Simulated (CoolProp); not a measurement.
Vapour-liquid equilibrium of C2F6 (R116) (1) + propylene (2) at 0.827 MPa; x and y are mole fractions of (1).

Values from CoolProp's multi-fluid Helmholtz-energy mixture model, Lemmon 2006 and Lemmon 2013; pair parameters Bell 2016.

```
x     bubble temperature (K)  y at the bubble point  dew temperature at overall composition x (K)  liquid density (mol/L)
----  ----------------------  ---------------------  --------------------------------------------  ----------------------
0.05                   270.7                  0.335                                         283.3                       ?
0.2                    252.5                  0.647                                             ?                   12.48
0.35                       ?                  0.705                                         269.9                       ?
0.5                    247.2                  0.731                                         261.8                       ?
0.65                   246.0                  0.766                                         252.2                       ?
0.8                    245.1                  0.827                                         245.3                   10.19
0.95                   245.1                  0.941                                         245.2                   9.851
```

Task: Some entries are withheld; supply them.

Result: 
- 0.05, liquid density (mol/L): 12.74
- 0.2, dew temperature at overall composition x (K): 277.0
- 0.35, bubble temperature (K): 248.6
- 0.35, liquid density (mol/L): 11.81
- 0.5, liquid density (mol/L): 11.16
- 0.65, liquid density (mol/L): 10.61

y crosses x between x = 0.8 and 0.95: the model has an azeotrope there.

Pair parameters are fitted to limited data, so mixtures are less certain than the pure fluids. With so large a gap from Raoult's law the liquid may split in two, which this calculation doesn't test in full.
